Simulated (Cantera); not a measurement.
Input: 1 mol SiH2Cl2, 3.2 mol HCl, 48 mol H2, 0.0042 mol Cl2, at 825 °C and 0.00390 bar.

Equilibrium computed with Cantera from the NASA thermochemical tables; the gas is ideal and each condensed phase is pure. Candidate condensed phases: Si; 19 gas species. The tables' values for SiCl3 are old estimates; treat these amounts as uncertain. The numbers say what is thermodynamically allowed, not how fast it happens.

Base state: H2 0.934, HCl 0.0506, SiCl4 0.00667, SiCl2 0.00557, SiHCl3 0.00179, SiCl3 0.00163, SiH2Cl2 5.76e-5 (mole fractions); condensed: Si(s).

**Question.** What changes in the equilibrium state with this change: SiH2Cl2 replaced by Si2Cl6?

**Answer.** 
| species | before | after |
|---|---|---|
| H2 | 0.934 | 0.903 |
| HCl | 0.0506 | 0.0635 |
| SiCl4 | 0.00667 | 0.0177 |
| SiCl3 | 0.00163 | 0.00338 |
| SiHCl3 | 0.00179 | 0.00366 |
| SiCl2 | 0.00557 | 0.00908 |
| SiH2Cl2 | 5.76e-5 | 9.07e-5 |
| Si(s), mol | 0.172 | 0.203 |
The feed counts by its element totals alone.
